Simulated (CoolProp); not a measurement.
The fluid at 293.15 K and 0.00845 MPa flows at 0.26 m/s in a round tube of 100 mm bore and 15 µm roughness, fully developed (64/Re and Nu = 3.66 if laminar; Colebrook and Gnielinski if turbulent). The same conditions are run with several fluids, on thermodynamics alone (safety and materials aside).

Model: reference Helmholtz-energy equation of state of each fluid (benzene: Thol 2012; R407C: Lemmon 2003; CF4 (R14): Platzer 1990; n-butane: Bücker 2006), in CoolProp. The equations of Platzer and Polt are older, rougher fits. Blends and air are pseudo-pure fits.

### Question
Rank benzene, R407C, CF4 (R14), n-butane by Reynolds number, highest first.

### Answer
benzene (951), n-butane (719), R407C (646), CF4 (R14) (468)

```json
[
 {"fluid": "benzene", "Darcy friction factor": "0.0673", "pressure drop (Pa/m)": "0.00619", "heat-transfer coefficient (W/(m² K))": "0.372", "mass flow (kg/h)": "2.00"},
 {"fluid": "R407C", "Darcy friction factor": "0.0990", "pressure drop (Pa/m)": "0.0100", "heat-transfer coefficient (W/(m² K))": "0.467", "mass flow (kg/h)": "2.20"},
 {"fluid": "CF4 (R14)", "Darcy friction factor": "0.137", "pressure drop (Pa/m)": "0.0141", "heat-transfer coefficient (W/(m² K))": "0.570", "mass flow (kg/h)": "2.24"},
 {"fluid": "n-butane", "Darcy friction factor": "0.0890", "pressure drop (Pa/m)": "0.00608", "heat-transfer coefficient (W/(m² K))": "0.589", "mass flow (kg/h)": "1.49"}
]
```

Transport values come from each fluid's own correlations; those of CF4 (R14) are estimates that may be off by 10 % or more.
